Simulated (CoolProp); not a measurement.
A simple Rankine cycle with hydrogen sulfide: condensing at 306.15 K, boiler at 6.29 MPa, turbine inlet 357.6 K, turbine efficiency 0.85, pump efficiency 0.7, no recuperator. Each further row changes one setting.

Values from CoolProp's reference Helmholtz-energy equation of state, Lemmon 2006. It is a short technical equation, of lower accuracy than the large ones.

```csv
case,thermal efficiency (%),net work (kJ/kg),heat in (kJ/kg),turbine exit temperature (K),volume ratio over the turbine
as stated,9.1,34.4,379,306.2,2.48
turbine inlet 377.6 K,9.6,40.9,425,306.2,2.24
condensing temperature 298.15 K,10.6,42.0,397,298.1,2.98
boiler pressure 4.4 MPa,6.5,27.9,431,309.6,1.62
turbine efficiency 0.75,7.8,29.5,379,306.2,2.52
```

The expansion ends wet for: as stated; turbine inlet 377.6 K; condensing temperature 298.15 K; turbine efficiency 0.75.
